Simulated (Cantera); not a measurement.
What does this Cantera script print?

```python
import numpy as np
import cantera as ct

gas_names = """
    Fe FeO Fe(OH)2 H HNO HNO2 HNO3 HO2 H2 H2O H2O2 N NH NH2 NH3 NH2OH NO NO2 NO3 N2 N2H2 N2H4 N2O O OH
    O2 O3
""".split()
cond_names = """
    Fe(a) Fe(c) Fe(d) Fe(L) FeO(s) FeO(L) Fe(OH)2(s) Fe(OH)3(s) Fe2O3(s) Fe3O4(s) H2O(s) H2O(L)
""".split()


# ... load() reads the species with a 1 bar reference pressure and builds the phases ...
atoms = {
    'Fe2O3': {'Fe': 2, 'O': 3},
    'H2': {'H': 2},
    'N2': {'N': 2},
}
top_T = {'Fe2O3(s)': 1830, 'Fe3O4(s)': 1870}  # K; cautious upper limits of use, not melting points


# ... equilibrate(T, P, feed) seeds the gas with the atoms and calls Mixture.equilibrate('TP', solver="vcs", rtol=1e-11, max_steps=5000) ...
results = []
feed = {'Fe2O3': 1, 'H2': 0.48, 'N2': 1.3}  # mol
P = 55  # Pa
for T in [975, 1050, 1125, 1200, 1275, 1350, 1425, 1500, 1575, 1650, 1725]:
    mix = equilibrate(T, P, feed)
    results.append((T, P, feed, dict(zip(mix.species_names, mix.species_moles))))
    x = sorted(zip(gas.X, gas.species_names), reverse=True)
    print(f"T = {T:g} K  P = {P:g} Pa  gas = {mix.phase_moles(0):.4g} mol")
    print("   x: " + "  ".join(f"{s} {v:.3e}" for v, s in x if v > 0.001))
    print("   condensed (mol): " + ("  ".join(f"{mix.phase(i).name} {mix.phase_moles(i):.4g}"
          for i in range(1, mix.n_phases) if mix.phase_moles(i) > 1e-12) or "none"))
```

Output:

```
T = 975 K  P = 55 Pa  gas = 1.78 mol
   x: N2 7.303e-01  H2O 2.469e-01  H2 2.274e-02
   condensed (mol): FeO(s) 0.3185  Fe3O4(s) 0.5605
T = 1050 K  P = 55 Pa  gas = 1.78 mol
   x: N2 7.303e-01  H2O 2.530e-01  H2 1.668e-02
   condensed (mol): FeO(s) 0.3509  Fe3O4(s) 0.5497
T = 1125 K  P = 55 Pa  gas = 1.78 mol
   x: N2 7.303e-01  H2O 2.568e-01  H2 1.285e-02
   condensed (mol): FeO(s) 0.3714  Fe3O4(s) 0.5429
T = 1200 K  P = 55 Pa  gas = 1.78 mol
   x: N2 7.303e-01  H2O 2.594e-01  H2 1.024e-02
   condensed (mol): FeO(s) 0.3853  Fe3O4(s) 0.5382
T = 1275 K  P = 55 Pa  gas = 1.78 mol
   x: N2 7.303e-01  H2O 2.613e-01  H2 8.383e-03
   condensed (mol): FeO(s) 0.3952  Fe3O4(s) 0.5349
T = 1350 K  P = 55 Pa  gas = 1.78 mol
   x: N2 7.303e-01  H2O 2.626e-01  H2 7.014e-03
   condensed (mol): FeO(s) 0.4025  Fe3O4(s) 0.5325
T = 1425 K  P = 55 Pa  gas = 1.78 mol
   x: N2 7.303e-01  H2O 2.637e-01  H2 5.975e-03
   condensed (mol): FeO(s) 0.4081  Fe3O4(s) 0.5306
T = 1500 K  P = 55 Pa  gas = 1.78 mol
   x: N2 7.303e-01  H2O 2.644e-01  H2 5.165e-03
   condensed (mol): FeO(s) 0.4127  Fe3O4(s) 0.5291
T = 1575 K  P = 55 Pa  gas = 1.781 mol
   x: N2 7.300e-01  H2O 2.648e-01  H2 4.517e-03
   condensed (mol): FeO(s) 0.418  Fe3O4(s) 0.5273
T = 1650 K  P = 55 Pa  gas = 1.783 mol
   x: N2 7.290e-01  H2O 2.647e-01  H2 3.985e-03  O2 1.106e-03
   condensed (mol): FeO(L) 0.4326  Fe3O4(s) 0.5224
T = 1725 K  P = 55 Pa  gas = 1.803 mol
   x: N2 7.206e-01  H2O 2.621e-01  O2 1.082e-02  H2 2.791e-03  OH 2.164e-03
   condensed (mol): FeO(L) 0.5511  Fe3O4(s) 0.4829
```

These are equilibrium values from Cantera (NASA tables, ideal gas, pure condensed phases), not measurements of a reactor. Mutual solubility and eutectic melting of coexisting phases are not modelled. The tables' stoichiometric FeO is somewhat more stable than real wüstite, so its field is too wide. FeO: taken at fixed stoichiometry.
